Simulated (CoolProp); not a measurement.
Vapour-liquid equilibrium of R152A (1) + R113 (2) at 69.65 °C; x and y are mole fractions of (1).

Model: multi-fluid Helmholtz-energy mixture model, Outcalt 1996 and Marx 1992; pair parameters Bell 2016, in CoolProp.

| x | bubble pressure (bar) | y at the bubble point | dew pressure at overall composition x (bar) | liquid density (mol/L) |
|---|---|---|---|---|
| 0.05 | 3.279 | 0.395 | … | 7.887 |
| 0.125 | 5.072 | 0.616 | 2.278 | 8.099 |
| 0.2 | 6.691 | 0.716 | 2.491 | 8.319 |
| 0.275 | 8.137 | 0.773 | 2.746 | … |
| 0.35 | 9.425 | 0.811 | 3.058 | … |
| 0.425 | 10.58 | 0.839 | … | 9.030 |
| 0.5 | … | 0.861 | 3.949 | 9.288 |
| 0.575 | 12.63 | … | 4.614 | 9.560 |
| 0.65 | 13.60 | 0.899 | 5.536 | 9.848 |
| 0.725 | 14.57 | 0.917 | 6.890 | 10.16 |
| 0.8 | 15.59 | 0.936 | 9.007 | 10.49 |
| 0.875 | 16.68 | 0.957 | 12.33 | 10.86 |
| 0.95 | 17.87 | 0.981 | 16.34 | 11.28 |

Question: Complete the blanks.

Answer: 
- 0.05, dew pressure at overall composition x (bar): 2.099
- 0.275, liquid density (mol/L): 8.547
- 0.35, liquid density (mol/L): 8.784
- 0.425, dew pressure at overall composition x (bar): 3.448
- 0.5, bubble pressure (bar): 11.64
- 0.575, y at the bubble point: 0.881

No azeotrope shows between x = 0.05 and 0.95.

The pair parameters rest on a limited set of measurements; away from them the model extrapolates.
